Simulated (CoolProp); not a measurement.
A Linde-Hampson liquefier for ethylene: isothermal reversible compression at 300 K from 1 atm to 25 MPa, throttling to 1 atm, return gas leaving the recuperator 10 K below the feed. Each further row changes one setting.

The numbers come from the reference Helmholtz-energy equation of state, Smukala 2000 in CoolProp.

| case | liquid yield per pass | compression work (kJ/kg of gas) |
|---|---|---|
| as stated | [?] | 386 |
| high pressure 50 MPa | [?] | 441 |
| warm-end temperature 330 K | [?] | 454 |
| warm-end gap 15 K | 0.462 | 386 |

Q: Complete the blanks.

A: 
- as stated, liquid yield per pass: 0.469
- high pressure 50 MPa, liquid yield per pass: 0.453
- warm-end temperature 330 K, liquid yield per pass: 0.385
